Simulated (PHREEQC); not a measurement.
Solution (25 °C): 0.014 mol MnSO4, 0.0013 mol CaCl2, 5.4e-05 mol NaF and 0.058 mol Na2SO4 per kg of water. Closed to the air; pH follows from the charge balance.

All values are PHREEQC results (ion-association model, phreeqc.dat), not measurements.

```json
[
 {"quantity": "pH", "before": "6.78", "after": "7.19"},
 {"quantity": "ionic strength (mol/kgw)", "before": "0.186", "after": "0.159"},
 {"quantity": "Na+ (mol/kgw)", "before": "0.107", "after": "0.108"},
 {"quantity": "SO4-2 (mol/kgw)", "before": "0.0556", "after": "0.0490"},
 {"quantity": "NaSO4- (mol/kgw)", "before": "0.00897", "after": "0.00840"},
 {"quantity": "F- (mol/kgw)", "before": "5.15e-5", "after": "5.23e-5"}
]
```

Problem. Which change was made?
(A) NaF from 5.4e-05 to 0.00054 mol/kgw
(B) MnSO4 left out
(C) NaF from 5.4e-05 to 8.1e-05 mol/kgw
(D) CaCl2 from 0.0013 to 0.00026 mol/kgw
(E) CaCl2 left out

Solution. B, MnSO4 left out

This is a speciation only: nothing precipitates in the calculation.
